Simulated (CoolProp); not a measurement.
Vapour pressure (MPa) of R1336mzz(E): the reference equation beside estimates from Tc = 403.5 K, pc = 2.779 MPa, ω = 0.413. Clausius-Clapeyron is anchored at 298 K with a constant enthalpy of vaporisation of 23.71 kJ/mol.

Model: reference Helmholtz-energy equation of state, Akasaka 2023, in CoolProp.

```tsv
T (K)	reference	Lee-Kesler	Clausius-Clapeyron	van der Waals	Redlich-Kwong	Soave-Redlich-Kwong	Peng-Robinson
292.2	0.1561	0.1564	0.1591	0.6607	0.3213	0.1563	0.1558
298	0.1924	0.1928	0.1924	0.7280	0.3758	0.1928	0.1918
303.8	0.2349	0.2355	0.2310	0.7995	0.4364	0.2357	0.2340
309.5	0.2833	0.2841	0.2746	0.8741	0.5025	0.2847	0.2822
315.3	0.3401	0.3411	0.3253	0.9544	0.5765	0.3423	0.3388
321.1	0.4052	0.4063	0.3830	___	0.6578	___	0.4037
326.9	0.4793	0.4805	0.4484	1.129	0.7467	0.4837	0.4779
332.6	0.5617	0.5629	0.5207	1.221	0.8418	0.5676	0.5605
338.4	0.6562	0.6573	0.6032	1.320	0.9467	0.6639	0.6553
344.2	0.7622	0.7631	0.6952	1.424	1.060	0.7720	0.7619
349.9	0.8785	0.8791	0.7957	1.531	1.180	0.8907	0.8792
355.7	1.010	1.010	0.9088	1.644	___	1.025	1.012
```

Some entries are withheld; supply them.


- 321.1, van der Waals: 1.039
- 321.1, Soave-Redlich-Kwong: 0.4083
- 355.7, Redlich-Kwong: 1.312

Absolute difference from the reference over all 12 rows, mean and median: Lee-Kesler 0.2 and 0.2 %, Clausius-Clapeyron 5.5 and 6.0 %, van der Waals 163.8 and 146.0 %, Redlich-Kwong 62.4 and 59.1 %, Soave-Redlich-Kwong 0.8 and 0.8 %, Peng-Robinson 0.2 and 0.3 %.
